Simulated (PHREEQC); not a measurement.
Dissolve 0.0064 mol Cu(NO3)2, 0.0075 mol H2SO4 and 0.002 mol H3BO3 per kg of water at 25 °C. Closed to the air; pH follows from the charge balance.

All values are PHREEQC results (ion-association model, wateq4f.dat), not measurements.

- pH = 1.96
- ionic strength = 0.0321 mol/kgw
- total alkalinity = -15.0 meq/kg

```json
[
 {"species": "NO3-", "molality": "0.0128", "activity": "0.0107", "log γ": "-0.078"},
 {"species": "H+", "molality": "0.0125", "activity": "0.0109", "log γ": "-0.060"},
 {"species": "Cu+2", "molality": "0.00526", "activity": "0.00282", "log γ": "-0.270"},
 {"species": "SO4-2", "molality": "0.00385", "activity": "0.00200", "log γ": "-0.284"},
 {"species": "HSO4-", "molality": "0.00250", "activity": "0.00212", "log γ": "-0.072"},
 {"species": "H3BO3", "molality": "0.00200", "activity": "0.00201", "log γ": "0.003"}
]
```

Precipitation was switched off in this run. Complexes and solids missing from the database can't appear.
